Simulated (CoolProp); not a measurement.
Saturation properties of R11.

Values from CoolProp's reference Helmholtz-energy equation of state, Jacobsen 1992.

| T (K) | p (MPa) | liquid density (kg/m³) | liquid viscosity (µPa s) |
|---|---|---|---|
| 352.9 | 0.5201 | 1335 | 262 |
| 358 | 0.5870 | 1321 | 250 |
| 363.1 | 0.6602 | 1306 | 239 |
| 368.2 | 0.7399 | 1291 | 229 |
| 373.3 | 0.8265 | 1275 | 218 |
| 378.4 | 0.9205 | 1259 | 209 |
| 383.5 | 1.022 | 1243 | 199 |
| 388.6 | 1.132 | 1226 | 190 |
| 393.7 | 1.250 | 1208 | 181 |
| 398.8 | 1.376 | 1190 | 173 |
| 403.9 | 1.512 | 1171 | 164 |
| 409 | 1.658 | 1152 | 156 |
| 414.1 | 1.813 | 1131 | 148 |

It boils at 296.9 K under 1 atm.

Viscosity comes from a separate model (Klein 1997), an estimate that may be off by 10 % or more.
